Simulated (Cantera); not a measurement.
Input: 1 mol SiH₂Cl₂, 0.024 mol Cl₂, 4 mol N₂, 0.84 mol HCl, at 1198 K and 1.00 bar.

Method: chemical equilibrium by Gibbs-energy minimisation in Cantera with the NASA 1993 tables (ideal gas, pure condensed phases). Candidate condensed phases: NH₄Cl, Si, Si₃N₄; 28 gas species. N₂ is the only nitrogen source here; it is nearly inert below about 1500 K, so the nitride shown seldom forms there in practice. The tables' values for SiCl₃ are old estimates; treat these amounts as uncertain. Equilibrium is a limit: real reactors are often held back by kinetics, nucleation or transport.

Base state: N₂ 0.588, HCl 0.240, H₂ 0.113, SiCl₄ 0.0580, SiHCl₃ 0.000736, SiCl₃ 0.000316, SiCl₂ 1.53e-5 (mole fractions); condensed: Si₃N₄(s).

Task: What changes in the equilibrium state with this change: N₂ from 4 to 42 mol?

Result: 
```csv
species,before,after
N₂,0.588,0.941
HCl,0.240,0.0435
H₂,0.113,0.0104
SiCl₄,0.0580,0.00542
SiHCl₃,0.000736,3.49e-5
SiCl₃,0.000316,4.95e-5
SiCl₂,1.53e-5,3.99e-6
"Si₃N₄(s), mol",0.214,0.252
```

Task: What changes in the equilibrium state with this change: SiH₂Cl₂ replaced by SiHCl₃?

Result: 
| species | before | after |
|---|---|---|
| N₂ | 0.588 | 0.634 |
| HCl | 0.240 | 0.199 |
| SiCl₄ | 0.0580 | 0.112 |
| H₂ | 0.113 | 0.0543 |
| SiCl₃ | 0.000316 | 0.000512 |
| SiCl₂ | 1.53e-5 | 2.07e-5 |
| Si₃N₄(s), mol | 0.214 | 0.107 |
